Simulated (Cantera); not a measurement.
# Thermodynamics of silicon nitride deposition, feed Si2Cl6 + NH3 + N2

Charge: 1 mol Si2Cl6, 48 mol NH3, 1.4 mol N2, held at 800 K and 0.00530 bar.

Cantera equilibrium calculation (NASA polynomials, part measured and part estimated; ideal gas, pure solids and liquids). Candidate condensed phases: NH4Cl, Si, Si3N4; 28 gas species. The feed counts by its element totals alone. Rates play no part.

The x(H2) is 0.697. The x(N2) comes out as 0.243, the x(HCl) comes out as 0.0605 and the x(SiCl4) comes out as 1.05e-5. The x(NH3) comes out as 4.54e-6. The n(Si3N4(s)) comes out as 0.666 mol, the gas amount is 99.07 mol and the log10 activity of Si(s) (absent) is -8.52.
